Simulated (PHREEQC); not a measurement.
Solution (20 °C): 0.0087 mol/kgw CuSO4. It is in equilibrium with CO2 at log p = -3.4 (atm). Otherwise closed; pH follows from the charge balance.

All values are PHREEQC results (ion-association model, wateq4f.dat), not measurements.

Precipitation was switched off in this run.

Problem. Predict the pH, ionic strength.

Solution. pH 4.95; ionic strength 0.0251 mol/kgw.

Problem. In which forms is C present?

Solution. CO2 89 %, CuHCO3+ 6.9 %, HCO3- 3.8 % of the C.

Saturation is exceeded, for instance for Antlerite, Brochantite; the values hold only as long as no solid forms.
